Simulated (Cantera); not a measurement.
Feed: 1 mol Al(CH₃)₃, 21 mol H₂O, a varied amount of H₂, at 1723 K and 0.000880 bar.

Cantera equilibrium calculation (NASA polynomials, part measured and part estimated; ideal gas, pure solids and liquids). Candidate condensed phases: Al, Al₂O₃, C, C₆H₆, C₇H₈, C₈H₁₈, H₂O; 121 gas species. The feed counts by its element totals alone. Equilibrium is a limit: real reactors are often held back by kinetics, nucleation or transport.

Task: At 50 mol H₂, list the 6 most abundant gas species with their mole fractions, and the condensed phases.

Result: H₂ 0.750, H₂O 0.207, CO 0.0353, H 0.00532, CO₂ 0.00278, OH 8.05e-5. Condensed: Al₂O₃(s).
